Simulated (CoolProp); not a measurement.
A closed Brayton cycle with carbon dioxide: compressor inlet 319.15 K and 7.7 MPa, high pressure 23.4 MPa, turbine inlet 680 K, compressor efficiency 0.8, turbine efficiency 0.9, recuperator effectiveness 0.95 (on enthalpy, no pinch check). Each further row changes one setting.

Computed with CoolProp (reference Helmholtz-energy equation of state, Span 1996).

| case | thermal efficiency (%) | net work (kJ/kg) | compressor to turbine work | compressor exit (K) | turbine exit (K) |
|---|---|---|---|---|---|
| as stated | 26.7 | 54.1 | 0.53 | 413.6 | 561.7 |
| turbine inlet 630 K | 22.9 | 43.3 | 0.58 | 413.6 | 516.2 |
| compressor inlet 329.15 K | 24.1 | 46.2 | 0.60 | 431.2 | 561.7 |
| high pressure 19.9 MPa | 27.2 | 49.8 | 0.50 | 399.3 | 578.6 |
| recuperator effectiveness 0.5 | 19.5 | 54.1 | 0.53 | 413.6 | 561.7 |
